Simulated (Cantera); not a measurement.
An adiabatic, constant-pressure homogeneous reactor starts with CH₄ : CO : O₂ : N₂ = 1 : 0.043 : 0.963 : 3.62 (molar parts), at 1100 K and 4.93 atm. Integrator tolerance rtol = 1e-08.

Cantera simulation using GRI-Mech 3.0 (53 species, 325 reactions); the numbers are that mechanism's predictions, not measurements.

Problem. What does this change do: constant volume in place of constant pressure?

Solution. 
```csv
quantity,before,after
time of steepest temperature rise,67.1 ms,63.4 ms
temperature at 0.200 s,2146 K,2461 K
equilibrium temperature,2146 K,2461 K
x(CH₄) at 0.200 s,2.90e-9 (gas-phase equilibrium 3.28e-9),4.13e-9 (gas-phase equilibrium 4.64e-9)
x(CO) at 0.200 s,0.138 (gas-phase equilibrium 0.138),0.140 (gas-phase equilibrium 0.140)
x(O₂) at 0.200 s,5.96e-8 (gas-phase equilibrium 5.96e-8),8.92e-7 (gas-phase equilibrium 8.92e-7)
x(O) at 0.200 s,2.08e-7 (gas-phase equilibrium 2.08e-7),3.11e-6 (gas-phase equilibrium 3.11e-6)
x(C₂H₄) at 0.200 s,<1e-12 (gas-phase equilibrium <1e-12),<1e-12 (gas-phase equilibrium <1e-12)
```

Problem. What does this change do: pressure from 4.93 atm to 21.7 atm?

Solution. 
```json
[
 {"quantity": "time of steepest temperature rise", "before": "67.1 ms", "after": "12.0 ms"},
 {"quantity": "temperature at 0.200 s", "before": "2146 K", "after": "2148 K"},
 {"quantity": "equilibrium temperature", "before": "2146 K", "after": "2148 K"},
 {"quantity": "x(CH₄) at 0.200 s", "before": "2.90e-9 (gas-phase equilibrium 3.28e-9)", "after": "5.68e-8 (gas-phase equilibrium 6.27e-8)"},
 {"quantity": "x(CO) at 0.200 s", "before": "0.138 (gas-phase equilibrium 0.138)", "after": "0.138 (gas-phase equilibrium 0.138)"},
 {"quantity": "x(O₂) at 0.200 s", "before": "5.96e-8 (gas-phase equilibrium 5.96e-8)", "after": "1.40e-8 (gas-phase equilibrium 1.40e-8)"},
 {"quantity": "x(O) at 0.200 s", "before": "2.08e-7 (gas-phase equilibrium 2.08e-7)", "after": "4.91e-8 (gas-phase equilibrium 4.91e-8)"},
 {"quantity": "x(C₂H₄) at 0.200 s", "before": "<1e-12 (gas-phase equilibrium <1e-12)", "after": "<1e-12 (gas-phase equilibrium <1e-12)"}
]
```
The pressure lies above the range GRI-Mech 3.0 was tuned for (to about 10 atm).

Problem. What does this change do: pressure from 4.93 atm to 5.33 atm?

Solution. 
```csv
quantity,before,after
time of steepest temperature rise,67.1 ms,61.5 ms
temperature at 0.200 s,2146 K,2146 K
equilibrium temperature,2146 K,2146 K
x(CH₄) at 0.200 s,2.90e-9 (gas-phase equilibrium 3.28e-9),3.38e-9 (gas-phase equilibrium 3.83e-9)
x(CO) at 0.200 s,0.138 (gas-phase equilibrium 0.138),0.138 (gas-phase equilibrium 0.138)
x(O₂) at 0.200 s,5.96e-8 (gas-phase equilibrium 5.96e-8),5.53e-8 (gas-phase equilibrium 5.53e-8)
x(O) at 0.200 s,2.08e-7 (gas-phase equilibrium 2.08e-7),1.93e-7 (gas-phase equilibrium 1.93e-7)
x(C₂H₄) at 0.200 s,<1e-12 (gas-phase equilibrium <1e-12),<1e-12 (gas-phase equilibrium <1e-12)
```
